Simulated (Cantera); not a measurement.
Charge: 1 mol Cu, 1.7 mol F2, 4.4 mol N2, held at 1150 °C and 0.0133 bar.

Method: chemical equilibrium by Gibbs-energy minimisation in Cantera with the NASA 1993 tables (ideal gas, pure condensed phases). Candidate condensed phases: Cu, CuF2; 11 gas species. Rates play no part.

Base state: N2 0.647, F 0.206, CuF2 0.147, F2 0.000156, CuF 6.85e-5 (mole fractions); condensed: gas only.

**Question.** What changes in the equilibrium state with this change: pressure from 0.0133 bar to 0.670 bar?

**Answer.** 
```
species         before    after
------------  --------  -------
N2               0.647    0.742
F                0.206    0.218
CuF2             0.147   0.0311
CuF            6.85e-5  2.72e-7
F2            0.000156  0.00885
CuF2(l), mol         0    0.816
```

**Question.** What changes in the equilibrium state with this change: temperature from 1150 °C to 452 °C?

**Answer.** 
```json
[
 {"species": "N2", "before": "0.647", "after": "0.875"},
 {"species": "F2", "before": "0.000156", "after": "0.0773"},
 {"species": "NF3", "before": "<1e-9", "after": "0.0416"},
 {"species": "F", "before": "0.206", "after": "0.00562"},
 {"species": "CuF2", "before": "0.147", "after": "7.05e-9"},
 {"species": "CuF", "before": "6.85e-5", "after": "<1e-9"},
 {"species": "CuF2(s), mol", "before": "0", "after": "1.00"}
]
```

**Question.** What changes in the equilibrium state with this change: temperature from 1150 °C to 252 °C?

**Answer.** 
```json
[
 {"species": "N2", "before": "0.647", "after": "0.899"},
 {"species": "NF3", "before": "<1e-9", "after": "0.100"},
 {"species": "F2", "before": "0.000156", "after": "0.000536"},
 {"species": "F", "before": "0.206", "after": "2.78e-6"},
 {"species": "CuF2", "before": "0.147", "after": "<1e-9"},
 {"species": "CuF", "before": "6.85e-5", "after": "<1e-9"},
 {"species": "CuF2(s), mol", "before": "0", "after": "1.00"}
]
```
